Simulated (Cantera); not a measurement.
Input (Python, Cantera):

```python
import numpy as np
import cantera as ct

surf = ct.Interface("diamond.yaml", "diamond_100")
gas, bulk = surf.adjacent["gas"], surf.adjacent["diamond"]
k = surf.kinetics_species_index(bulk.species_names[0])
cover = ["c6HH", "c6H*", "c6*H", "c6**", "c6HM", "c6B"]

rows, drift = [], 0.0
print(f"{'xCH3':>10s}{'um/h':>11s}" + "".join(f"{s:>11s}" for s in cover))
for v in [1e-06, 2.3e-06, 5.3e-06, 1.2e-05, 2.8e-05, 6.5e-05, 0.00015, 0.00034, 0.00079]:
    T, P, xH, xCH3 = 1275, 24000, 0.013, v
    gas.TPX = T, P, {"H": xH, "CH3": xCH3, "CH4": 0.0067, "H2": 1 - xH - xCH3 - 0.0067}
    surf.TP = bulk.TP = T, P
    surf.coverages = "c6H*:0.1, c6HH:0.9"
    surf.advance_coverages(100.0)
    before = surf.coverages
    surf.advance_coverages(100.0)
    drift = max(drift, np.max(np.abs(surf.coverages - before) / (surf.coverages + 1e-9)))
    rate = surf.net_production_rates[k] * bulk.mean_molecular_weight / bulk.density * 3.6e9
    rows.append([rate, *surf[cover].coverages])
    print(f"{v:10.4g}{rate:11.4e}" + "".join(f"{x:11.3e}" for x in rows[-1][1:]))
```

Output:

```
      xCH3       um/h       c6HH       c6H*       c6*H       c6**       c6HM        c6B
     1e-06 1.9086e-01  3.929e-01  4.717e-02  5.180e-01  4.193e-02  8.772e-06  5.179e-10
   2.3e-06 4.3895e-01  3.928e-01  4.717e-02  5.180e-01  4.193e-02  2.018e-05  1.191e-09
   5.3e-06 1.0114e+00  3.928e-01  4.717e-02  5.180e-01  4.193e-02  4.649e-05  2.745e-09
   1.2e-05 2.2896e+00  3.928e-01  4.717e-02  5.179e-01  4.192e-02  1.052e-04  6.213e-09
   2.8e-05 5.3401e+00  3.927e-01  4.715e-02  5.178e-01  4.189e-02  2.455e-04  1.449e-08
   6.5e-05 1.2385e+01  3.925e-01  4.712e-02  5.175e-01  4.184e-02  5.693e-04  3.361e-08
   0.00015 2.8516e+01  3.920e-01  4.706e-02  5.167e-01  4.171e-02  1.311e-03  7.738e-08
   0.00034 6.4317e+01  3.910e-01  4.690e-02  5.151e-01  4.143e-02  2.958e-03  1.745e-07
   0.00079 1.4771e+02  3.886e-01  4.655e-02  5.112e-01  4.079e-02  6.798e-03  4.008e-07
```

Model: the Harris–Goodwin 1993 mechanism for the reconstructed diamond (100) surface, integrated in Cantera.
